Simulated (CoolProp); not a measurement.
Vapour-liquid equilibrium of cyclohexane (1) + toluene (2) at 29.25 °C; x and y are mole fractions of (1).

Values from CoolProp's multi-fluid Helmholtz-energy mixture model, Zhou 2014 and Lemmon 2006; pair parameters Bell 2016.

```json
[
 {"x": "0.05", "bubble pressure, mixture model (kPa)": "5.573", "bubble pressure, Raoult's law (kPa)": "5.265", "y, mixture model": "0.195", "y, Raoult's law": "0.149"},
 {"x": "0.15", "bubble pressure, mixture model (kPa)": "7.131", "bubble pressure, Raoult's law (kPa)": "6.365", "y, mixture model": "0.433", "y, Raoult's law": "0.370"},
 {"x": "0.25", "bubble pressure, mixture model (kPa)": "8.501", "bubble pressure, Raoult's law (kPa)": "7.466", "y, mixture model": "0.574", "y, Raoult's law": "0.526"},
 {"x": "0.35", "bubble pressure, mixture model (kPa)": "9.714", "bubble pressure, Raoult's law (kPa)": "8.566", "y, mixture model": "0.670", "y, Raoult's law": "0.642"},
 {"x": "0.45", "bubble pressure, mixture model (kPa)": "10.80", "bubble pressure, Raoult's law (kPa)": "9.667", "y, mixture model": "0.741", "y, Raoult's law": "0.732"},
 {"x": "0.55", "bubble pressure, mixture model (kPa)": "11.79", "bubble pressure, Raoult's law (kPa)": "10.77", "y, mixture model": "0.798", "y, Raoult's law": "0.803"},
 {"x": "0.65", "bubble pressure, mixture model (kPa)": "12.71", "bubble pressure, Raoult's law (kPa)": "11.87", "y, mixture model": "0.847", "y, Raoult's law": "0.861"},
 {"x": "0.75", "bubble pressure, mixture model (kPa)": "13.59", "bubble pressure, Raoult's law (kPa)": "12.97", "y, mixture model": "0.891", "y, Raoult's law": "0.909"},
 {"x": "0.85", "bubble pressure, mixture model (kPa)": "14.44", "bubble pressure, Raoult's law (kPa)": "14.07", "y, mixture model": "0.934", "y, Raoult's law": "0.950"},
 {"x": "0.95", "bubble pressure, mixture model (kPa)": "15.29", "bubble pressure, Raoult's law (kPa)": "15.17", "y, mixture model": "0.977", "y, Raoult's law": "0.984"}
]
```

The largest gap from Raoult's law is +13.9 % in bubble pressure, at x = 0.25. No azeotrope shows between x = 0.05 and 0.95.

Pair parameters are fitted to limited data, so mixtures are less certain than the pure fluids.
